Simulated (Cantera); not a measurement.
Cantera run:

```python
import numpy as np
import cantera as ct

gas_names = """
    CL CL2 H HCL H2 N NH NH2 NH3 N2 N2H2 N2H4 Si SiCL SiCL2 SiCL3 SiCL4 SiH SiHCL3 SiH2 SiH2CL2 SiH3
    SiH3CL SiH4 SiN Si2 Si2N Si3
""".split()
cond_names = """
    NH4CL(a) NH4CL(b) Si(cr) Si(L) Si3N4(a)
""".split()


# ... load() reads the species with a 1 bar reference pressure and builds the phases ...
atoms = {
    'Si2Cl6': {'Si': 2, 'CL': 6},
    'Cl2': {'CL': 2},
    'N2': {'N': 2},
    'HCl': {'H': 1, 'CL': 1},
}
top_T = {'Si3N4(a)': 2400}  # K; cautious upper limits of use, not melting points


# ... equilibrate(T, P, feed) seeds the gas with the atoms and calls Mixture.equilibrate('TP', solver="vcs", rtol=1e-11, max_steps=5000) ...
results = []
feed = {'Si2Cl6': 1, 'Cl2': 0.36, 'N2': 110, 'HCl': 0.27}  # mol
T = 1425  # K
P = 10000  # Pa
mix = equilibrate(T, P, feed)
results.append((T, P, feed, dict(zip(mix.species_names, mix.species_moles))))
x = sorted(zip(gas.X, gas.species_names), reverse=True)
print(f"T = {T:g} K  P = {P:g} Pa  gas = {mix.phase_moles(0):.4g} mol")
print("   x: " + "  ".join(f"{s} {v:.3e}" for v, s in x if v > 1e-06))
print("   condensed (mol): " + ("  ".join(f"{mix.phase(i).name} {mix.phase_moles(i):.4g}"
      for i in range(1, mix.n_phases) if mix.phase_moles(i) > 1e-12) or "none"))
```

Output:

```
T = 1425 K  P = 10000 Pa  gas = 112.2 mol
   x: N2 9.802e-01  SiCL4 1.105e-02  SiCL2 3.284e-03  SiCL3 3.038e-03  HCL 2.380e-03  CL 1.247e-05  H2 1.137e-05  SiHCL3 4.132e-06
   condensed (mol): Si3N4(a) 0.01668
```

Cantera equilibrium calculation (NASA polynomials, part measured and part estimated; ideal gas, pure solids and liquids). The feed counts by its element totals alone. N2 is the only nitrogen source here; it is nearly inert below about 1500 K, so the nitride shown seldom forms there in practice. The tables' values for SiCl3 are old estimates; treat these amounts as uncertain.
